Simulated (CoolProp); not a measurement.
n-hexane at 252.72 K and 0.236 MPa flows at 5.1 m/s in a round tube of 25 mm bore and 45 µm roughness, fully developed (64/Re and Nu = 3.66 if laminar; Colebrook and Gnielinski if turbulent). Each further row changes one setting.

The numbers come from the reference Helmholtz-energy equation of state, Thol 2019 in CoolProp.

```json
[
 {"case": "as stated", "Reynolds number": "179000", "Darcy friction factor": "(withheld)", "pressure drop (Pa/m)": "(withheld)", "heat-transfer coefficient (W/(m² K))": "7350", "mass flow (kg/h)": "(withheld)"},
 {"case": "velocity 10.2 m/s", "Reynolds number": "359000", "Darcy friction factor": "(withheld)", "pressure drop (Pa/m)": "33700", "heat-transfer coefficient (W/(m² K))": "14500", "mass flow (kg/h)": "(withheld)"},
 {"case": "diameter 50 mm", "Reynolds number": "359000", "Darcy friction factor": "(withheld)", "pressure drop (Pa/m)": "(withheld)", "heat-transfer coefficient (W/(m² K))": "6560", "mass flow (kg/h)": "(withheld)"}
]
```

**Question.** What belongs in the gaps?

**Answer.** 
- as stated, Darcy friction factor: 0.0238
- as stated, pressure drop (Pa/m): 8620
- as stated, mass flow (kg/h): 6260
- velocity 10.2 m/s, Darcy friction factor: 0.0233
- velocity 10.2 m/s, mass flow (kg/h): 12500
- diameter 50 mm, Darcy friction factor: 0.0200
- diameter 50 mm, pressure drop (Pa/m): 3620
- diameter 50 mm, mass flow (kg/h): 25100

Viscosity comes from a separate model (Michailidou 2013). Thermal conductivity comes from a separate model (Assael 2013).
